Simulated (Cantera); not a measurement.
An adiabatic, constant-volume homogeneous reactor starts with H₂ : O₂ : N₂ : H₂O = 1 : 1 : 3.76 : 0.88 (molar parts), at 1650 K and 1.01 bar. Integrator tolerance rtol = 1e-08.

Computed with Cantera and the H2/O2 subset of GRI-Mech 3.0, which has no nitrogen chemistry.

```csv
quantity,before,after
time of steepest temperature rise,10.8 µs,5.22 µs
temperature at 7.00 s,2608 K,2643 K
equilibrium temperature,2608 K,2643 K
x(H₂) at 7.00 s,0.00817 (gas-phase equilibrium 0.00817),0.00667 (gas-phase equilibrium 0.00667)
x(O₂) at 7.00 s,0.0764 (gas-phase equilibrium 0.0764),0.0766 (gas-phase equilibrium 0.0766)
x(H₂O) at 7.00 s,0.280 (gas-phase equilibrium 0.280),0.284 (gas-phase equilibrium 0.284)
x(HO₂) at 7.00 s,1.62e-5 (gas-phase equilibrium 1.62e-5),2.14e-5 (gas-phase equilibrium 2.14e-5)
x(OH) at 7.00 s,0.0235 (gas-phase equilibrium 0.0235),0.0217 (gas-phase equilibrium 0.0217)
x(H) at 7.00 s,0.00294 (gas-phase equilibrium 0.00294),0.00212 (gas-phase equilibrium 0.00212)
x(O) at 7.00 s,0.00547 (gas-phase equilibrium 0.00547),0.00443 (gas-phase equilibrium 0.00443)
```

Task: Name the change that produced these shifts.
(A) H2O 0.88 to 1.5 parts
(B) pressure from 1.01 bar to 2.10 bar
(C) pressure from 1.01 bar to 5.00 bar
(D) pressure from 1.01 bar to 7.00 bar

Result: B, pressure from 1.01 bar to 2.10 bar
